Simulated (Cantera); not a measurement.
A Cantera script and what it prints.

```python
import numpy as np
import cantera as ct

gas_names = """
    B BH BH2 BH3 BN BO BO2 B2 B2O B2O2 B2O3 B3O3H3 H HBO HBO2 HNO HNO2 HNO3 HO2 H2 H2O H2O2 H3B3O6 N NH
    NH2 NH3 NH2OH NO NO2 NO3 N2 N2H2 N2H4 N2O O OH O2 O3
""".split()
cond_names = """
    B(b) B(L) BN(s) B2O3(L) B3O3H3(cr) H2O(s) H2O(L)
""".split()


def load(file, names, dense=False):
    # The tables refer to 1 bar. Condensed volumes are neglected.
    table = {s.name: s for s in ct.Species.list_from_file(file)}
    out = []
    for n in names:
        d = dict(table[n].input_data)
        d["thermo"] = dict(d["thermo"], **{"reference-pressure": 1e5})
        if dense:
            d["equation-of-state"] = {"model": "constant-volume", "density": "1e6 g/cm^3"}
        out.append(ct.Species.from_dict(d))
    return out


gas = ct.Solution(thermo="ideal-gas", species=load("nasa_gas.yaml", gas_names))
cond = {s.name: ct.Solution(thermo="fixed-stoichiometry", species=[s], name=s.name)
        for s in load("nasa_condensed.yaml", cond_names, dense=True)}
atoms = {
    'borazine': {'B': 3, 'N': 3, 'H': 6},
    'O2': {'O': 2},
}
top_T = {'BN(s)': 3200}  # K; cautious upper limits of use, not melting points


def equilibrate(T, P, feed):
    n = {}
    for name, mol in feed.items():
        for a, k in atoms[name].items():
            n[a] = n.get(a, 0.0) + k * mol
    gas.TPX = T, P, n
    mass = sum(n.values()) * gas.mean_molecular_weight
    gas.equilibrate("TP")
    valid = [c for c in cond.values() if c.min_temp <= T <= top_T.get(c.name, c.max_temp)]
    mix = ct.Mixture([(gas, mass / gas.mean_molecular_weight)] + [(c, 0.0) for c in valid])
    mix.T, mix.P = T, P
    mix.equilibrate("TP", solver="vcs", rtol=1e-11, max_steps=5000)
    return mix


results = []
T = 825  # K
P = 13332.2  # Pa
for m in [0.19, 0.29, 0.46, 0.72, 1.1, 1.8, 2.8, 4.3, 6.7]:
    feed = {'borazine': 1, 'O2': m}  # mol
    mix = equilibrate(T, P, feed)
    results.append((T, P, feed, dict(zip(mix.species_names, mix.species_moles))))

top = {s: max(r[3][s] / sum(r[3][g] for g in gas_names) for r in results) for s in gas_names}
cols = sorted((s for s in top if top[s] > 0.0001), key=lambda s: -top[s])[:9]
seen = [c for c in cond_names if any(r[3].get(c, 0) > 1e-12 for r in results)]
print("log10 of partial pressures in bar; condensed amounts in mol")
print(f"{'n(O2)':>10s}" + "".join(f"{s[:9]:>10s}" for s in cols + seen))
for T, P, feed, n in results:
    ng = sum(n[g] for g in gas_names)
    print(f"{feed['O2']:10.4g}" + "".join(f"{np.log10(max(n[s] / ng * P / 1e5, 1e-99)):10.3f}" for s in cols)
          + "".join(f"{n.get(c, 0):10.4g}" for c in seen))
```

It prints:

```
log10 of partial pressures in bar; condensed amounts in mol
     n(O2)        H2       H2O        O2        N2    H3B3O6       NH3     BN(s)   B2O3(L)
      0.19    -0.894    -3.646   -31.101    -2.274    -6.577    -5.108      2.75    0.1249
      0.29    -0.903    -3.597   -30.984    -2.098    -6.503    -5.034     2.617    0.1913
      0.46    -0.918    -3.550   -30.859    -1.911    -6.432    -4.963     2.391    0.3043
      0.72    -0.940    -3.514   -30.744    -1.738    -6.379    -4.910     2.045    0.4773
       1.1    -0.971    -3.494   -30.641    -1.583    -6.348    -4.879     1.539    0.7303
       1.8    -1.022    -3.491   -30.532    -1.420    -6.343    -4.874    0.6068     1.197
       2.8    -1.249    -1.495   -26.088    -1.352    -3.350    -5.180         0     1.477
       4.3   -12.993    -1.112    -1.835    -1.400    -2.776   -22.819         0     1.405
       6.7   -13.440    -1.280    -1.276    -1.570    -3.028   -23.575         0     1.422
```

Equilibrium computed with Cantera from the NASA thermochemical tables; the gas is ideal and each condensed phase is pure. The feed counts by its element totals alone. Gases not in the tables: H3BO3.
